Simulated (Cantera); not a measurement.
Cantera run:

```python
import numpy as np
import cantera as ct

gas_names = """
    N NO NO2 NO3 N2 N2O O O2 O3 Si SiN SiO SiO2 Si2 Si2N Si3
""".split()
cond_names = """
    Si(cr) Si(L) SiO2(Lqz) SiO2(hqz) SiO2(L) Si2N2O(s) Si3N4(a)
""".split()


# ... load() reads the species with a 1 bar reference pressure and builds the phases ...
atoms = {
    'Si3N4': {'Si': 3, 'N': 4},
    'N2O': {'N': 2, 'O': 1},
    'N2': {'N': 2},
}
top_T = {'Si2N2O(s)': 2100, 'Si3N4(a)': 2400}  # K; cautious upper limits of use, not melting points


# ... equilibrate(T, P, feed) seeds the gas with the atoms and calls Mixture.equilibrate('TP', solver="vcs", rtol=1e-11, max_steps=5000) ...
results = []
feed = {'Si3N4': 1, 'N2O': 0.023, 'N2': 53}  # mol
P = 8100  # Pa
for T in [1198, 1298, 1398, 1498, 1598, 1698, 1798, 1898, 1998]:
    mix = equilibrate(T, P, feed)
    results.append((T, P, feed, dict(zip(mix.species_names, mix.species_moles))))
    x = sorted(zip(gas.X, gas.species_names), reverse=True)
    print(f"T = {T:g} K  P = {P:g} Pa  gas = {mix.phase_moles(0):.4g} mol")
    print("   x: " + "  ".join(f"{s} {v:.3e}" for v, s in x if v > 0.0001))
    print("   condensed (mol): " + ("  ".join(f"{mix.phase(i).name} {mix.phase_moles(i):.4g}"
          for i in range(1, mix.n_phases) if mix.phase_moles(i) > 1e-12) or "none"))
```

It prints:

```
T = 1198 K  P = 8100 Pa  gas = 53.03 mol
   x: N2 1.000e+00
   condensed (mol): Si2N2O(s) 0.023  Si3N4(a) 0.9847
T = 1298 K  P = 8100 Pa  gas = 53.03 mol
   x: N2 1.000e+00
   condensed (mol): Si2N2O(s) 0.023  Si3N4(a) 0.9847
T = 1398 K  P = 8100 Pa  gas = 53.03 mol
   x: N2 1.000e+00
   condensed (mol): Si2N2O(s) 0.023  Si3N4(a) 0.9847
T = 1498 K  P = 8100 Pa  gas = 53.03 mol
   x: N2 1.000e+00
   condensed (mol): Si2N2O(s) 0.02296  Si3N4(a) 0.9847
T = 1598 K  P = 8100 Pa  gas = 53.03 mol
   x: N2 1.000e+00
   condensed (mol): Si2N2O(s) 0.02219  Si3N4(a) 0.9849
T = 1698 K  P = 8100 Pa  gas = 53.04 mol
   x: N2 9.998e-01  SiO 1.942e-04
   condensed (mol): Si2N2O(s) 0.0127  Si3N4(a) 0.9881
T = 1798 K  P = 8100 Pa  gas = 53.06 mol
   x: N2 9.996e-01  SiO 4.335e-04
   condensed (mol): Si3N4(a) 0.9922
T = 1898 K  P = 8100 Pa  gas = 53.07 mol
   x: N2 9.995e-01  SiO 4.334e-04
   condensed (mol): Si3N4(a) 0.9902
T = 1998 K  P = 8100 Pa  gas = 55.08 mol
   x: N2 9.990e-01  Si 5.250e-04  SiO 4.176e-04
   condensed (mol): Si(L) 2.939
```

Equilibrium computed with Cantera from the NASA thermochemical tables; the gas is ideal and each condensed phase is pure. Mutual solubility and eutectic melting of coexisting phases are not modelled. The tables' values for SiN are old estimates; treat these amounts as uncertain.
